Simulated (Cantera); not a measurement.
Charge: 1 mol Cu2O, 16 mol CO, equilibrated at 2623.15 K.

Equilibrium computed with Cantera from the NASA thermochemical tables; the gas is ideal and each condensed phase is pure. Candidate condensed phases: C, Cu, CuO, Cu2O; 15 gas species. The numbers say what is thermodynamically allowed, not how fast it happens.

x: gas mole fraction; n: condensed amount in mol.

```csv
P (Pa),x CO,x Cu,x CO2,x O,x O2,n Cu(l)
10,0.842,0.106,0.00236,0.0497,?,0
100,0.841,0.107,0.0161,0.0340,?,0
1000,0.836,0.110,0.0433,0.00917,?,0
10000,0.834,0.111,0.0539,0.00115,?,0
100000,0.834,0.110,0.0554,0.000118,?,0
1000000,0.905,0.0341,0.0603,1.18e-5,?,1.41
```

Some entries are withheld; supply them.


- 10, x O2: 0.000369
- 100, x O2: 0.00173
- 1000, x O2: 0.00126
- 10000, x O2: 0.000197
- 100000, x O2: 2.08e-5
- 1000000, x O2: 2.09e-6
